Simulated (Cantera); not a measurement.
Ignition delay

Mixture: CO : H₂ : O₂ : N₂ = 1 : 0.47 : 0.613 : 2.3 (molar parts), equivalence ratio 1.2, at 9.87 atm, adiabatic and at constant volume. Ignition delay is the time to a rise of 400 K.

Model: GRI-Mech 3.0 (53 species, 325 reactions), integrated in Cantera. The hydrogen kinetics of GRI-Mech 3.0 are dated; newer H2 mechanisms differ, most at raised pressure. Where the delays flatten at high temperature, the 400 K rule measures the pace of heat release, not the induction time.

```
T0 (K)  delay (ms)
------  ----------
1248        0.0111
1323       0.00510
1398       0.00317
1473       0.00227
1548       0.00175
1623       0.00143
1698       0.00121
```
